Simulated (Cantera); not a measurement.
Charge: 1 mol S, 6.9 mol H2, 0.82 mol N2, held at 74.0 Pa.

Equilibrium computed with Cantera from the NASA thermochemical tables; the gas is ideal and each condensed phase is pure. Candidate condensed phases: S; 15 gas species. Gases not in the tables: S3 to S7. The numbers say what is thermodynamically allowed, not how fast it happens. All values below are at 998 K.

Base state: H2 0.767, H2S 0.125, N2 0.106, S2 0.00188, SH 3.06e-5 (mole fractions); condensed: gas only.

**Question.** What changes in the equilibrium state with this change: pressure from 74.0 Pa to 1.33 mbar?

**Answer.** 
```csv
species,before,after
H2,0.767,0.766
H2S,0.125,0.127
N2,0.106,0.106
S2,0.00188,0.00108
SH,3.06e-5,2.31e-5
```
